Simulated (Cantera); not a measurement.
Cantera run:

```python
import numpy as np
import cantera as ct

gas_names = """
    O CrO3
""".split()
cond_names = """
    Cr(cr) Cr(L)
""".split()


# ... load() reads the species with a 1 bar reference pressure and builds the phases ...
species = {s.name: s for s in load("nasa_gas.yaml", gas_names) + load("nasa_condensed.yaml", cond_names)}
# Each term lists the table entries of one substance; the one whose range holds T is used.
reactions = {
    '3 O(g) + Cr = CrO3(g)':
        [(-3, ['O']), (-1, ['Cr(cr)', 'Cr(L)']), (1, ['CrO3'])],
}


def pick(names, T):
    return next(species[n] for n in names if species[n].thermo.min_temp <= T <= species[n].thermo.max_temp)


results = []
for label, terms in reactions.items():
    print(label)
    print("     T/K   dH/kJ  dS/(J/K)   dG/kJ   log10 K")
    for T in [973, 1073, 1173, 1273, 1373, 1473, 1573, 1673, 1773, 1873]:
        used = [(nu, pick(names, T)) for nu, names in terms]
        dH = sum(nu * s.thermo.h(T) for nu, s in used) / 1e6
        dS = sum(nu * s.thermo.s(T) for nu, s in used) / 1e3
        dG = dH - T * dS / 1e3
        logK = -dG * 1e6 / (ct.gas_constant * T * np.log(10))
        results.append((label, T, dH, dS, dG, logK, [s.name for _, s in used]))
        print(f"{T:8g} {dH:8.1f} {dS:8.1f} {dG:8.1f} {logK:8.2f}")
```

Output:

```
3 O(g) + Cr = CrO3(g)
     T/K   dH/kJ  dS/(J/K)   dG/kJ   log10 K
     973  -1053.8   -266.0   -794.9    42.67
    1073  -1055.4   -267.6   -768.2    37.40
    1173  -1057.1   -269.1   -741.4    33.01
    1273  -1058.9   -270.6   -714.4    29.31
    1373  -1060.9   -272.1   -687.3    26.15
    1473  -1063.0   -273.6   -660.0    23.40
    1573  -1065.3   -275.1   -632.6    21.01
    1673  -1067.8   -276.7   -605.0    18.89
    1773  -1070.5   -278.2   -577.2    17.01
    1873  -1073.4   -279.8   -549.3    15.32
```

Source: NASA polynomial tables (part measured, part estimated), evaluated in Cantera. Condensed species are held in their standard states even where they would react or evaporate.
